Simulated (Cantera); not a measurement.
Charge: 1 mol Al, 5.7 mol CO₂, a varied amount of N₂, at 477 °C and 53.0 mbar.

Method: chemical equilibrium by Gibbs-energy minimisation in Cantera with the NASA 1993 tables (ideal gas, pure condensed phases). Candidate condensed phases: Al, AlN, Al₂O₃, C; 32 gas species. The numbers say what is thermodynamically allowed, not how fast it happens.

Q: Which condensed phases are stable at each of these points (n(N₂) (mol)): 6.4, 14, 22, 30, 37, 45, 53, 60, 68, 76, 83?

A: 
| n(N₂) (mol) | condensed phases | Al condensed (%) |
|---|---|---|
| 6.4 | Al₂O₃(s) + C(graphite) | 100.0 |
| 14 | Al₂O₃(s) | 100.0 |
| 22 | Al₂O₃(s) | 100.0 |
| 30 | Al₂O₃(s) | 100.0 |
| 37 | Al₂O₃(s) | 100.0 |
| 45 | Al₂O₃(s) | 100.0 |
| 53 | Al₂O₃(s) | 100.0 |
| 60 | Al₂O₃(s) | 100.0 |
| 68 | Al₂O₃(s) | 100.0 |
| 76 | Al₂O₃(s) | 100.0 |
| 83 | Al₂O₃(s) | 100.0 |

At 6.4 mol N₂ the condensed part is Al₂O₃(s) + C(graphite). From 14 mol N₂ to 83 mol N₂ the condensed part is Al₂O₃(s).
